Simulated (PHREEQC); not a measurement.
A PHREEQC speciation (ion-association model, wateq4f.dat) at 57 °C gives pH 2.17 and these molalities:

```csv
species,mol/kgw
HF,0.0885
H+,0.00731
H2F2,0.00603
F-,0.00529
HF2-,0.00206
Cu+2,7.88e-5
HSO4-,4.42e-5
SO4-2,4.14e-5
CuF+,6.81e-6
CuSO4,3.83e-7
```

Q: What are the element totals, and what could have been dissolved in 1 kg of water to give them?

A: This is not unique; one that fits is totals Cu(2) 8.60e-5, F 0.110, S(6) 8.60e-5 mol/kgw, from 0.11 mol HF and 8.6e-05 mol CuSO4 per kg of water.

No solid was allowed to form. wateq4f.dat counts part of the HF as a dimer, H2F2, which phreeqc.dat doesn't know; its constant is uncertain. At this temperature some constants are extrapolated from 25 °C, and those without enthalpy data are left unchanged.
